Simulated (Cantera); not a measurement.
A freely propagating, adiabatic, planar premixed flame of 35.3 % H₂, 13.6 % O₂, 51.1 % N₂, unburnt at 300 K and 4.93 atm; mixture-averaged transport, grid criteria slope 0.08 and curve 0.16, no radiation.

Detailed kinetics in Cantera: the H2/O2 subset of GRI-Mech 3.0, which has no nitrogen chemistry. The hydrogen kinetics of GRI-Mech 3.0 are dated; newer H2 mechanisms differ, most at raised pressure. Burning velocities carry a grid error of a few per cent, more on coarse grids.

**Question.** Predict: laminar burning velocity; thermal thickness; peak x(HO₂); peak x(O); peak x(H).

**Answer.** 
* **laminar burning velocity**: 277 cm/s
* **thermal thickness**: 0.0442 mm
* **peak x(HO₂)**: 0.00124
* **peak x(O)**: 0.00422
* **peak x(H)**: 0.0361
